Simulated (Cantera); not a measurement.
An isothermal, constant-pressure homogeneous reactor starts with C₂H₄ : H₂ = 1 : 73 (molar parts), at 1775 K and 1.00 bar. Integrator tolerance rtol = 1e-08.

Computed with Cantera and GRI-Mech 3.0 (53 species, 325 reactions). GRI-Mech 3.0 was tuned for natural gas; its chemistry of ethylene as a main component is partial and can be far from experiment. GRI-Mech 3.0 stops at C3 and has no aromatics, soot or wall deposition, so with more carbon than oxygen in the feed, carbon stays in small species such as C2H2 where larger ones or solid carbon would form.

Question: What does this change do: pressure from 1.00 bar to 3.53 Torr?

Answer: 
```
quantity                                              before                                      after
-----------------  -----------------------------------------  -----------------------------------------
x(C₂H₄) at 1.00 s  0.000266 (gas-phase equilibrium 0.000266)    3.67e-6 (gas-phase equilibrium 1.70e-6)
x(H₂) at 1.00 s          0.983 (gas-phase equilibrium 0.983)        0.986 (gas-phase equilibrium 0.982)
x(H) at 1.00 s     0.000289 (gas-phase equilibrium 0.000289)   0.000434 (gas-phase equilibrium 0.00421)
x(C₂H) at 1.00 s     2.26e-8 (gas-phase equilibrium 2.26e-8)    4.60e-8 (gas-phase equilibrium 4.48e-7)
x(CH₄) at 1.00 s     0.00671 (gas-phase equilibrium 0.00671)    7.31e-7 (gas-phase equilibrium 3.67e-5)
x(C₂H₆) at 1.00 s    3.86e-7 (gas-phase equilibrium 3.87e-7)  4.30e-12 (gas-phase equilibrium 1.16e-11)
x(CH₂) at 1.00 s     1.29e-8 (gas-phase equilibrium 1.29e-8)   6.05e-12 (gas-phase equilibrium 1.50e-8)
```
Radical loss at walls, strong at low pressure, is not modelled.

Question: What does this change do: pressure from 1.00 bar to 4.80 Torr?

Answer: 
```
quantity                                              before                                      after
-----------------  -----------------------------------------  -----------------------------------------
x(C₂H₄) at 1.00 s  0.000266 (gas-phase equilibrium 0.000266)    3.95e-6 (gas-phase equilibrium 2.31e-6)
x(H₂) at 1.00 s          0.983 (gas-phase equilibrium 0.983)        0.986 (gas-phase equilibrium 0.983)
x(H) at 1.00 s     0.000289 (gas-phase equilibrium 0.000289)   0.000580 (gas-phase equilibrium 0.00361)
x(C₂H) at 1.00 s     2.26e-8 (gas-phase equilibrium 2.26e-8)    6.16e-8 (gas-phase equilibrium 3.83e-7)
x(CH₄) at 1.00 s     0.00671 (gas-phase equilibrium 0.00671)    8.70e-7 (gas-phase equilibrium 5.01e-5)
x(C₂H₆) at 1.00 s    3.86e-7 (gas-phase equilibrium 3.87e-7)  7.65e-12 (gas-phase equilibrium 2.15e-11)
x(CH₂) at 1.00 s     1.29e-8 (gas-phase equilibrium 1.29e-8)   1.08e-11 (gas-phase equilibrium 1.51e-8)
```
Radical loss at walls, strong at low pressure, is not modelled.
